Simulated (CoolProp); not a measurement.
2000 sccm (0 °C, 1 atm) of nitrogen bubbles through liquid R123 at 281.2 K and leaves saturated at a total pressure of 0.15 MPa (ideal gas phase). Each further row changes one setting.

Model: reference Helmholtz-energy equation of state, Younglove 1994, in CoolProp. It is a modified Benedict-Webb-Rubin equation, recast in Helmholtz form.

| case | vapour pressure (kPa) | mole fraction of vapour | delivery (mg/min) | delivery (sccm) | change of delivery for a bath 1 K warmer (%) |
|---|---|---|---|---|---|
| as stated | 46.6 | 0.310 | [?] | 900 | 6.4 |
| bath temperature 286.2 K | [?] | [?] | 8450 | [?] | [?] |
| total pressure 0.3 MPa | 46.6 | 0.155 | 2510 | [?] | 5.2 |

Some entries are withheld; supply them.


- as stated, delivery (mg/min): 6140
- bath temperature 286.2 K, vapour pressure (kPa): 57.4
- bath temperature 286.2 K, mole fraction of vapour: 0.382
- bath temperature 286.2 K, delivery (sccm): 1240
- bath temperature 286.2 K, change of delivery for a bath 1 K warmer (%): 6.9
- total pressure 0.3 MPa, delivery (sccm): 367
